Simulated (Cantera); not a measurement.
A perfectly stirred reactor is fed with CH₄ : O₂ : N₂ : H₂ = 1 : 2.74 : 10.3 : 1.3 (molar parts), at 3450 Torr; it is adiabatic with a 600 K inlet, and is followed from long to short residence time, starting on the burning branch (τ in s: 0.045, 0.021, 0.0094, 0.0043, 0.0019, 0.00088, 0.0004, 0.00018, 8.3e-05, 3.8e-05, 1.7e-05, 7.8e-06).

Cantera simulation using GRI-Mech 3.0 (53 species, 325 reactions); the numbers are that mechanism's predictions, not measurements.

**Question.** Predict: blow-out, bracketed by the residence times tried; x(CH₄) at τ = 45.0 ms; x(O₂) at τ = 45.0 ms; x(H₂O) at τ = 45.0 ms; x(H) at τ = 45.0 ms; x(CH₄) at τ = 0.400 ms; x(O₂) at τ = 0.400 ms; x(H₂O) at τ = 0.400 ms; x(H) at τ = 0.400 ms; x(C₂H₄) at τ = 0.400 ms.

**Answer.** 
| Item | Value |
|---|---|
| blow-out, bracketed by the residence times tried | burning at 7.80 µs, the shortest tried |
| x(CH₄) at τ = 45.0 ms | 8.42e-7 |
| x(O₂) at τ = 45.0 ms | 0.00929 |
| x(H₂O) at τ = 45.0 ms | 0.215 |
| x(H) at τ = 45.0 ms | 0.000638 |
| x(CH₄) at τ = 0.400 ms | 4.93e-5 |
| x(O₂) at τ = 0.400 ms | 0.0153 |
| x(H₂O) at τ = 0.400 ms | 0.207 |
| x(H) at τ = 0.400 ms | 0.00208 |
| x(C₂H₄) at τ = 0.400 ms | 2.52e-8 |
